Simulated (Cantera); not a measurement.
Charge: 1 mol Si, 1.5 mol CO2, 2 mol N2, equilibrated at 110000 Pa.

These are equilibrium values from Cantera (NASA tables, ideal gas, pure condensed phases), not measurements of a reactor. Candidate condensed phases: C, Si, SiC, SiO2, Si2N2O, Si3N4; 34 gas species. Mutual solubility and eutectic melting of coexisting phases are not modelled. The tables hold silica as quartz up to 1696 K and as liquid above; real silica turns to tridymite and cristobalite and melts near 1996 K. Kinetics and transport are ignored.

Problem. What share of the Si ends up in condensed phases as a function of T (K), at 1523, 1598, 1673, 1748, 1823, 1898, 1973, 2048, 2123?

Solution. 
| T (K) | Si condensed (%) | as |
|---|---|---|
| 1523 | 100.0 | SiO2(β-quartz) + Si2N2O(s) |
| 1598 | 100.0 | SiO2(β-quartz) + Si2N2O(s) |
| 1673 | 99.9 | SiO2(β-quartz) + Si2N2O(s) |
| 1748 | 99.8 | SiO2(condensed) + Si2N2O(s) |
| 1823 | 99.1 | SiO2(condensed) + Si2N2O(s) |
| 1898 | 96.6 | SiO2(condensed) + Si2N2O(s) |
| 1973 | 88.5 | SiO2(condensed) + Si2N2O(s) |
| 2048 | 61.5 | SiO2(l) + Si2N2O(s) |
| 2123 | 49.9 | SiO2(l) |
